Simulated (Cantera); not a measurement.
# Boron, boron nitride and boron oxide: BCl₃ + O₂ + N₂

Charge: 1 mol BCl₃, 2.3 mol O₂, a varied amount of N₂, equilibrated at 1925 K and 0.100 bar.

These are equilibrium values from Cantera (NASA tables, ideal gas, pure condensed phases), not measurements of a reactor. Candidate condensed phases: B, BN, B₂O₃; 25 gas species. The tables' values for BOCl are old estimates; treat these amounts as uncertain. The numbers say what is thermodynamically allowed, not how fast it happens.

```tsv
n(N₂) (mol)	x N₂	x Cl	x O₂	x B₂O₃	x Cl₂	x BOCl	x BO₂	x NO
13	0.724	0.147	0.0848	0.0232	0.00722	0.00557	0.00380	0.00376
24	0.827	0.0944	0.0519	0.0144	0.00297	0.00317	0.00264	0.00315
36	0.877	0.0679	0.0363	0.0101	0.00154	0.00210	0.00203	0.00271
47	0.903	0.0541	0.0284	0.00798	0.000976	0.00158	0.00170	0.00243
58	0.919	0.0450	0.0233	0.00658	0.000674	0.00125	0.00146	0.00223
70	0.932	0.0380	0.0195	0.00552	0.000481	0.00101	0.00128	0.00205
81	0.941	0.0333	0.0169	0.00480	0.000369	0.000856	0.00116	0.00192
92	0.947	0.0296	0.0149	0.00425	0.000291	0.000739	0.00105	0.00181
100	0.951	0.0274	0.0137	0.00393	0.000250	0.000671	0.000992	0.00174
```
x: gas mole fraction; nothing condenses.

From 13 mol N₂ to 100 mol N₂ nothing is condensed. The main B-bearing gas is B₂O₃ throughout.
